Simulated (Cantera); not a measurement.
**NO annealing gas**

An isothermal, constant-pressure homogeneous reactor starts with 47.6 % NO, 52.4 % N₂, at 2098 K and 110000 Pa.

Cantera simulation using GRI-Mech 3.0 (53 species, 325 reactions); the numbers are that mechanism's predictions, not measurements.

```csv
t (s),x NO,x N₂,x NO₂,x O,x N₂O,x O₂
2.00e-5,0.476,0.524,3.14e-6,8.80e-6,1.09e-5,1.22e-7
8.43e-5,0.476,0.524,2.53e-5,3.04e-5,3.95e-5,2.23e-6
0.000356,0.476,0.524,0.000115,0.000107,9.53e-5,6.96e-5
0.00150,0.474,0.525,0.000157,0.000143,0.000112,0.000851
0.00632,0.467,0.528,0.000179,0.000162,0.000109,0.00437
0.0267,0.437,0.543,0.000240,0.000226,9.36e-5,0.0192
0.112,0.326,0.599,0.000309,0.000379,5.01e-5,0.0747
0.474,0.103,0.710,0.000151,0.000571,5.24e-6,0.186
2.00,0.0137,0.755,2.22e-5,0.000632,6.22e-7,0.231
```
x: mole fraction; the columns are a selection and need not sum to one.

Equilibrium at this temperature and pressure: NO 0.0103, N₂ 0.757, NO₂ 1.67e-5, O 0.000634, N₂O 5.88e-7, O₂ 0.233 (gas phase only).
